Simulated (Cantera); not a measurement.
Source: NASA polynomial tables (part measured, part estimated), evaluated in Cantera. Values are per mole of reaction as written; species without (g) are pure solids or liquids, kept so even where they would boil at 1 bar.

Task: Between 300 and 1823 K, where is each reaction favourable under standard conditions?
- NH₃(g) + Ti₃O₅ ⇌ NO₂(g) + 3 TiO(g) + 3 H(g)

Result: 
- NH₃(g) + Ti₃O₅ ⇌ NO₂(g) + 3 TiO(g) + 3 H(g): ΔG° is 3068 kJ at 300 K and 1681 kJ at 1823 K; it stays positive (K < 1). ΔH° is 3278 kJ and ΔS° 876 J/K at 1823 K.
